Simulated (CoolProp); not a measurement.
Saturation properties of C3F8 (R218) (Tc = 345.0 K, pc = 2.640 MPa, ω = 0.317).

Computed with CoolProp (reference Helmholtz-energy equation of state, Lemmon 2006). It is a short technical equation, of lower accuracy than the large ones.

| T (K) | p (MPa) | liquid density (kg/m³) | enthalpy of vaporisation (kJ/kg) | surface tension (mN/m) |
|---|---|---|---|---|
| 237.7 | 0.1076 | 1606 | 104.7 | 10.3 |
| 244 | 0.1414 | 1581 | 102.3 | 9.61 |
| 250.3 | 0.1828 | 1555 | 99.82 | 8.88 |
| 256.6 | 0.2329 | 1529 | 97.24 | 8.16 |
| 262.9 | 0.2929 | 1502 | 94.53 | 7.46 |
| 269.2 | 0.3638 | 1473 | 91.68 | 6.76 |
| 275.5 | 0.4470 | 1443 | 88.67 | 6.08 |
| 281.8 | 0.5438 | 1412 | 85.47 | 5.42 |
| 288.1 | 0.6553 | 1380 | 82.04 | 4.76 |
| 294.4 | 0.7831 | 1345 | 78.35 | 4.13 |

It boils at 236.4 K under 1 atm.

Surface tension comes from a separate correlation (Mulero 2012).
